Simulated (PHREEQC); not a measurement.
PHREEQC input (ion-association model, phreeqc.dat):

```
SOLUTION_SPECIES
  CO3-2 + 10 H+ + 8 e- = CH4 + 3 H2O  # shut off: no methane
    -log_k -100
    -delta_h 0
    -analytic -100
SOLUTION 1
  temp 25
  units mol/kgw
  pH 7 charge
END
SELECTED_OUTPUT 1
  -reset false
  -pH true
  -pe true
  -ionic_strength true
  -water true
  -totals C C(-4) C(4) Mtg
  -molalities H+ CO3-2 OH- HCO3- CO2 (CO2)2
USER_PUNCH 1
  -headings p_CO2(g) phi_CO2(g) p_Mtg(g) phi_Mtg(g) p_H2O(g) phi_H2O(g) density
  10 PUNCH PR_P("CO2(g)"), PR_PHI("CO2(g)"), PR_P("Mtg(g)"), PR_PHI("Mtg(g)"), PR_P("H2O(g)"), PR_PHI("H2O(g)"), RHO
PRINT
  -reset false
USE solution 1
REACTION_TEMPERATURE 1
  60
GAS_PHASE 1
  -fixed_pressure
  -pressure 2
  -temperature 60
  -volume 20
  CO2(g) 1.08
  Mtg(g) 0.92
  H2O(g) 0
END
# ... the last block is repeated for the other 12 points of P (atm)
```

Selected output (columns that matter, 13 of 13 rows; P (atm) added in front):

```
P (atm)	pH	mu	C	Mtg	m_H+	m_OH-	m_CO2	p_CO2(g)	phi_CO2(g)	p_Mtg(g)	phi_Mtg(g)	p_H2O(g)	phi_H2O(g)	density
2	4.0468	9.0839e-05	0.01583	0.00085273	9.0839e-05	1.0886e-09	0.015716	0.96457	0.99207	0.83727	0.99776	0.19816	0.98756	0.98335
5	3.8369	0.00014772	0.041498	0.002254	0.00014772	6.75e-10	0.04119	2.5678	0.9806	2.2306	0.99346	0.20151	0.97265	0.98368
10	3.6867	0.00020937	0.082763	0.0045403	0.00020937	4.8049e-10	0.081918	5.2413	0.96183	4.5515	0.98656	0.20725	0.94818	0.9842
20	3.5432	0.00029221	0.15978	0.0089365	0.00029221	3.4876e-10	0.15716	10.593	0.92516	9.1876	0.97337	0.21943	0.90033	0.98521
30	3.4636	0.00035158	0.22968	0.013112	0.00035158	2.9301e-10	0.22456	15.951	0.88962	13.817	0.96097	0.23263	0.8539	0.98616
40	3.4101	0.00039823	0.29273	0.017085	0.00039823	2.6124e-10	0.28467	21.314	0.8552	18.439	0.94937	0.24694	0.80887	0.98705
50	3.3708	0.00043643	0.34923	0.020873	0.00043643	2.4061e-10	0.33799	26.681	0.82189	23.056	0.93858	0.2625	0.76527	0.98788
75	3.3059	0.00050763	0.4641	0.029636	0.00050763	2.115e-10	0.44487	40.117	0.7436	34.576	0.91524	0.30757	0.66275	0.98976
100	3.2667	0.00055621	0.54625	0.037574	0.00055621	1.9721e-10	0.5201	53.567	0.67283	46.07	0.89692	0.36281	0.57041	0.99138
150	3.2228	0.00061616	0.64143	0.051563	0.00061616	1.857e-10	0.60606	80.479	0.55724	69.016	0.87152	0.50532	0.42259	0.99406
200	3.1972	0.00065409	0.68963	0.063362	0.00065409	1.8246e-10	0.64911	107.38	0.47753	91.946	0.85265	0.67651	0.32592	0.99638
300	3.1597	0.00071382	0.74666	0.081875	0.00071382	1.8197e-10	0.69963	161.15	0.39059	137.82	0.82698	1.0335	0.22753	1.0007
400	3.128	0.00076855	0.78763	0.096352	0.00076855	1.8406e-10	0.73565	214.91	0.35044	183.72	0.82141	1.3743	0.18244	1.0049
```

Complexes and solids missing from the database can't appear. At this temperature some constants are extrapolated from 25 °C, and those without enthalpy data are left unchanged.
